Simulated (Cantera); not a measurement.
A freely propagating, adiabatic, planar premixed flame of 12.2 % CH4, 6.71 % CO, 21.3 % O2, 59.8 % N2, equivalence ratio 1.3, unburnt at 448 K and 0.133 bar; mixture-averaged transport, grid criteria slope 0.08 and curve 0.16, no radiation.

Computed with Cantera and GRI-Mech 3.0 (53 species, 325 reactions). Burning velocities carry a grid error of a few per cent, more on coarse grids.

Predict: laminar burning velocity; thermal thickness; peak x(HCO); peak x(H2O2); peak x(C2H2).


- laminar burning velocity = 156 cm/s
- thermal thickness = 1.67 mm
- peak x(HCO) = 0.000148
- peak x(H2O2) = 4.95e-6
- peak x(C2H2) = 0.000402
